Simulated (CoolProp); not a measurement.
Vapour-liquid equilibrium of p-xylene (1) + n-nonane (2) at 169.45 °C; x and y are mole fractions of (1).

Computed with CoolProp (multi-fluid Helmholtz-energy mixture model, Zhou 2012 and Lemmon 2006; pair parameters Bell 2016).

```json
[
 {"x": "0.05", "bubble pressure (MPa)": "0.1654", "y at the bubble point": "0.067", "dew pressure at overall composition x (MPa)": "0.1646", "liquid density (mol/L)": "4.688"},
 {"x": "0.2", "bubble pressure (MPa)": "0.1747", "y at the bubble point": "0.250", "dew pressure at overall composition x (MPa)": "0.1721", "liquid density (mol/L)": "?"},
 {"x": "0.35", "bubble pressure (MPa)": "?", "y at the bubble point": "0.414", "dew pressure at overall composition x (MPa)": "0.1798", "liquid density (mol/L)": "5.212"},
 {"x": "0.5", "bubble pressure (MPa)": "0.1913", "y at the bubble point": "0.564", "dew pressure at overall composition x (MPa)": "0.1878", "liquid density (mol/L)": "5.516"},
 {"x": "0.65", "bubble pressure (MPa)": "0.1992", "y at the bubble point": "0.705", "dew pressure at overall composition x (MPa)": "0.1961", "liquid density (mol/L)": "5.852"},
 {"x": "0.8", "bubble pressure (MPa)": "?", "y at the bubble point": "0.837", "dew pressure at overall composition x (MPa)": "0.2048", "liquid density (mol/L)": "6.225"},
 {"x": "0.95", "bubble pressure (MPa)": "0.2151", "y at the bubble point": "0.961", "dew pressure at overall composition x (MPa)": "0.2143", "liquid density (mol/L)": "6.642"}
]
```

Question: Complete the blanks.

Answer: 
- 0.2, liquid density (mol/L): 4.938
- 0.35, bubble pressure (MPa): 0.1832
- 0.8, bubble pressure (MPa): 0.2071

No azeotrope shows between x = 0.05 and 0.95.

Pair parameters are fitted to limited data, so mixtures are less certain than the pure fluids.
